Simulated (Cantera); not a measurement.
# Equilibrium for iron carbonyl, mercury and lead vapours: Pb + CO + H2

Feed: 1 mol Pb, 0.074 mol CO, 11 mol H2, held at 823.15 K and 7.50 Torr.

Cantera equilibrium calculation (NASA polynomials, part measured and part estimated; ideal gas, pure solids and liquids). Candidate condensed phases: C, C6H6, C7H8, C8H18, H2O, Pb, PbO, PbO2, Pb3O4; 113 gas species. Rates play no part.

```yaml
x(H2): 0.991
x(CO): 0.00437
x(CH4): 0.00230
x(H2O): 0.00227
x(CO2): 3.62e-5
x(Pb): 1.35e-5
n(Pb(l)): 1.000 mol
gas_amount: 11.02 mol
log10 activity of C(graphite) (absent): -0.60
log10 activity of PbO2(s) (absent): -23.80
```
